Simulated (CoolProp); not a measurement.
Vapour-liquid equilibrium of R1234yf (1) + R1234ze(E) (2) at 0.118 MPa; x and y are mole fractions of (1).

The numbers come from the multi-fluid Helmholtz-energy mixture model, Lemmon 2022 and Thol 2016; pair parameters Bell 2022 in CoolProp.

Question: Give the bubble temperature and the first vapour's composition at x = 0.05, 0.75, 0.95. Is there an azeotrope?

Answer: x = 0.05: -16.1 °C, y = 0.077; x = 0.75: -23.8 °C, y = 0.818; x = 0.95: -25.5 °C, y = 0.966. No azeotrope shows between x = 0.05 and 0.95.

Pair parameters are fitted to limited data, so mixtures are less certain than the pure fluids.
